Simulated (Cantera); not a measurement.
## Hydrocarbon pyrolysis for carbon deposition

An isothermal, constant-pressure homogeneous reactor starts with C2H4 : H2 = 1 : 1.9 (molar parts), at 1575 K and 20.0 Torr.

Computed with Cantera and GRI-Mech 3.0 (53 species, 325 reactions). GRI-Mech 3.0 was tuned for natural gas; its chemistry of ethylene as a main component is partial and can be far from experiment. GRI-Mech 3.0 stops at C3 and has no aromatics, soot or wall deposition, so with more carbon than oxygen in the feed, carbon stays in small species such as C2H2 where larger ones or solid carbon would form. Radical loss at walls, strong at low pressure, is not modelled.

```tsv
t (s)	x C2H4	x H2	x CH2	x CH3	x C2H
0.00100	0.342	0.656	1.90e-10	1.79e-9	1.12e-11
0.00179	0.340	0.656	3.50e-10	4.44e-9	3.68e-11
0.00322	0.336	0.658	6.29e-10	1.10e-8	1.22e-10
0.00578	0.327	0.660	1.09e-9	2.58e-8	4.02e-10
0.0104	0.312	0.664	1.70e-9	5.29e-8	1.25e-9
0.0186	0.282	0.671	2.11e-9	8.33e-8	3.24e-9
0.0334	0.233	0.684	2.01e-9	1.01e-7	6.63e-9
0.0599	0.165	0.701	1.60e-9	1.15e-7	1.20e-8
0.107	0.0873	0.721	1.07e-9	1.50e-7	2.17e-8
0.193	0.0234	0.737	4.98e-10	2.71e-7	4.58e-8
0.346	0.000949	0.743	2.65e-10	9.87e-7	1.66e-7
0.621	0.000698	0.743	4.63e-10	1.47e-6	2.23e-7
1.11	0.000698	0.743	5.36e-10	1.74e-6	2.24e-7
2.00	0.000698	0.743	6.66e-10	2.22e-6	2.24e-7
```
x: mole fraction; the columns are a selection and need not sum to one.

Equilibrium at this temperature and pressure: C2H4 0.000695, H2 0.741, CH2 5.49e-9, CH3 2.03e-5, C2H 2.22e-7 (gas phase only).
